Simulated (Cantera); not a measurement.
What does this Cantera script print?

```python
import numpy as np
import cantera as ct

gas_names = [...]  # 109 gases of nasa_gas.yaml made of C, Cl, H, Si
cond_names = """
    C(gr) C6H6(L) C7H8(L) C8H18(L),n-octa Si(cr) Si(L) SiC(b)
""".split()


# ... load() reads the species with a 1 bar reference pressure and builds the phases ...
atoms = {
    'SiCl4': {'Si': 1, 'CL': 4},
    'C3H8': {'C': 3, 'H': 8},
    'H2': {'H': 2},
}
top_T = {'C(gr)': 4500, 'SiC(b)': 3050}  # K; cautious upper limits of use, not melting points


# ... equilibrate(T, P, feed) seeds the gas with the atoms and calls Mixture.equilibrate('TP', solver="vcs", rtol=1e-11, max_steps=5000) ...
results = []
feed = {'SiCl4': 1, 'C3H8': 0.1, 'H2': 16}  # mol
P = 13332.2  # Pa
for T in [1500, 1575, 1650, 1725, 1800, 1875, 1950, 2025, 2100, 2175]:
    mix = equilibrate(T, P, feed)
    results.append((T, P, feed, dict(zip(mix.species_names, mix.species_moles))))

top = {s: max(r[3][s] / sum(r[3][g] for g in gas_names) for r in results) for s in gas_names}
cols = sorted((s for s in top if top[s] > 1e-06), key=lambda s: -top[s])[:5]
seen = [c for c in cond_names if any(r[3].get(c, 0) > 1e-12 for r in results)]
print("log10 of partial pressures in bar; condensed amounts in mol")
print(f"{'T/K':>10s}" + "".join(f"{s[:9]:>10s}" for s in cols + seen))
for T, P, feed, n in results:
    ng = sum(n[g] for g in gas_names)
    print(f"{T:10.4g}" + "".join(f"{np.log10(max(n[s] / ng * P / 1e5, 1e-99)):10.3f}" for s in cols)
          + "".join(f"{n.get(c, 0):10.4g}" for c in seen))
```

Output:

```
log10 of partial pressures in bar; condensed amounts in mol
       T/K        H2       HCL     SiCL2         H     SiCL3    SiC(b)
      1500    -0.957    -1.750    -2.382    -5.233    -3.258    0.2999
      1575    -0.959    -1.739    -2.345    -4.861    -3.407    0.2999
      1650    -0.960    -1.733    -2.325    -4.522    -3.562    0.2999
      1725    -0.960    -1.730    -2.315    -4.211    -3.712    0.2999
      1800    -0.961    -1.729    -2.310    -3.926    -3.855    0.2999
      1875    -0.961    -1.728    -2.307    -3.664    -3.988    0.2999
      1950    -0.962    -1.727    -2.307    -3.422    -4.113    0.2998
      2025    -0.964    -1.726    -2.311    -3.197    -4.232    0.2995
      2100    -0.966    -1.724    -2.321    -2.989    -4.345    0.2988
      2175    -0.969    -1.719    -2.339    -2.796    -4.457    0.2969
```

Equilibrium computed with Cantera from the NASA thermochemical tables; the gas is ideal and each condensed phase is pure. The tables' values for SiCl3, SiCl are old estimates; treat these amounts as uncertain. Gases not in the tables: Si2H6 and higher silanes.
